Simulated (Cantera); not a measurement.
A closed system holds: 1 mol Cu, 0.35 mol F2, 0.3 mol N2, at 21.0 Pa.

Cantera equilibrium calculation (NASA polynomials, part measured and part estimated; ideal gas, pure solids and liquids). Candidate condensed phases: Cu, CuF2; 11 gas species. Mutual solubility and eutectic melting of coexisting phases are not modelled. Equilibrium is a limit: real reactors are often held back by kinetics, nucleation or transport.

x: gas mole fraction; n: condensed amount in mol.

```csv
T (K),x N2,x CuF,x CuF2,x Cu,x F,n Cu(s),n CuF2(s)
525,1.00,<1e-12,<1e-12,<1e-12,<1e-12,0.650,0.350
575,1.00,1.44e-11,4.91e-12,<1e-12,<1e-12,0.650,0.350
625,1.00,9.84e-10,4.15e-10,<1e-12,<1e-12,0.650,0.350
675,1.00,3.55e-8,1.78e-8,<1e-12,<1e-12,0.650,0.350
725,1.000,7.71e-7,4.47e-7,<1e-12,<1e-12,0.650,0.350
775,1.000,1.11e-5,7.29e-6,<1e-12,<1e-12,0.650,0.350
825,1.000,0.000115,8.36e-5,1.47e-11,[?],0.650,0.350
875,0.998,0.000908,0.000715,2.39e-10,[?],0.650,0.350
925,0.990,0.00567,0.00480,2.87e-9,[?],0.649,0.348
975,0.945,0.0291,0.0262,2.66e-8,[?],0.645,0.337
1025,0.754,0.127,0.120,1.98e-7,[?],0.625,0.277
1075,0.379,0.357,0.264,1.22e-6,[?],0.509,0
1125,0.347,0.495,0.158,6.36e-6,[?],0.436,0
1175,0.324,0.597,0.0791,2.88e-5,[?],0.373,0
```

Task: Fill in the missing entries.

Result: 
- 825, x F: 4.88e-12
- 875, x F: 8.74e-11
- 925, x F: 1.14e-9
- 975, x F: 1.14e-8
- 1025, x F: 9.10e-8
- 1075, x F: 4.46e-7
- 1125, x F: 1.03e-6
- 1175, x F: 1.97e-6
